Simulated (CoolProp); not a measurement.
Acetone along the isobar 6490 kPa: fugacity coefficient from the reference equation and from simpler models built on Tc = 235.0 °C, pc = 4692 kPa, ω = 0.307; each cubic takes its own stable root.

Model: reference Helmholtz-energy equation of state, Lemmon 2006, in CoolProp. It is a short technical equation, of lower accuracy than the large ones.

```
T (°C)          phase  reference  van der Waals  Soave-Redlich-Kwong
------  -------------  ---------  -------------  -------------------
198.45         liquid     0.3289         0.4560               0.3636
203.55         liquid     0.3492         0.4701               0.3856
208.55         liquid          …         0.4839                    …
213.65         liquid          …         0.4980               0.4299
218.65         liquid     0.4118         0.5117               0.4521
223.65         liquid     0.4332         0.5254               0.4743
228.75         liquid     0.4551         0.5392               0.4969
233.75         liquid     0.4768              …               0.5188
238.85  supercritical     0.4988         0.5661               0.5407
243.85  supercritical     0.5203         0.5792               0.5617
248.95  supercritical          …              …               0.5822
```

Task: What belongs in the gaps?

Result: 
- 208.55, reference: 0.3696
- 208.55, Soave-Redlich-Kwong: 0.4074
- 213.65, reference: 0.3908
- 233.75, van der Waals: 0.5526
- 248.95, reference: 0.5418
- 248.95, van der Waals: 0.5923
